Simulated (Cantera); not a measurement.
Feed: 1 mol C2H4, 1.2 mol NH3, a varied amount of H2, equilibrated at 525 K and 101000 Pa.

Cantera equilibrium calculation (NASA polynomials, part measured and part estimated; ideal gas, pure solids and liquids). Candidate condensed phases: C, C6H6, C7H8, C8H18; 92 gas species. Equilibrium is a limit: real reactors are often held back by kinetics, nucleation or transport.

x: gas mole fraction; nothing condenses.

| n(H2) (mol) | x H2 | x CH4 | x N2 | x NH3 | x C2H6 |
|---|---|---|---|---|---|
| 2.6 | 0.461 | 0.408 | 0.113 | 0.0190 | ? |
| 4.6 | 0.608 | 0.292 | 0.0759 | 0.0236 | ? |
| 7.9 | 0.729 | 0.199 | 0.0474 | 0.0245 | ? |
| 14 | 0.827 | 0.125 | 0.0263 | 0.0221 | ? |
| 24 | 0.891 | 0.0771 | 0.0141 | 0.0181 | ? |
| 41 | 0.932 | 0.0467 | 0.00713 | 0.0138 | ? |
| 71 | 0.959 | 0.0275 | 0.00334 | 0.00983 | ? |

Question: Some entries are withheld; supply them.

Answer: 
- 2.6, x C2H6: 2.95e-8
- 4.6, x C2H6: 1.15e-8
- 7.9, x C2H6: 4.44e-9
- 14, x C2H6: 1.54e-9
- 24, x C2H6: 5.47e-10
- 41, x C2H6: 1.92e-10
- 71, x C2H6: 6.46e-11
